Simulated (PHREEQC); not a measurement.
A solution holds 2 mmol/kgw PbCl2, 120 mmol/kgw NaCl, 10 mmol/kgw Cu(NO3)2 and 3.7 mmol/kgw BaCl2, at 95 °C. Closed to the air; pH follows from the charge balance.

Computed with PHREEQC (ion-association model, wateq4f.dat).

pH: 4.35
ionic strength: 0.151 mol/kgw

```tsv
species	molality	activity	log γ
Cl-	0.123	0.0861	-0.155
Na+	0.120	0.0871	-0.139
NO3-	0.0200	0.0137	-0.165
CuCl+	0.00593	0.00419	-0.150
Ba+2	0.00370	0.00103	-0.553
Cu+2	0.00367	0.00113	-0.513
PbCl+	0.00161	0.00117	-0.139
CuCl2	0.000346	0.000358	0.015
Pb+2	0.000301	8.38e-5	-0.556
H+	5.65e-5	4.43e-5	-0.105
PbCl2	5.36e-5	5.55e-5	0.015
Cu2(OH)2+2	2.80e-5	7.79e-6	-0.556
PbNO3+	2.33e-5	1.69e-5	-0.139
PbCl3-	7.41e-6	5.38e-6	-0.139
PbCl4-2	1.23e-6	3.43e-7	-0.556
```

Precipitation was switched off in this run. The solution is supersaturated, for example in Atacamite, Tenorite (slow to form), so a real one may precipitate; this is no full list. Complexes and solids missing from the database can't appear. At this temperature some constants are extrapolated from 25 °C, and those without enthalpy data are left unchanged.
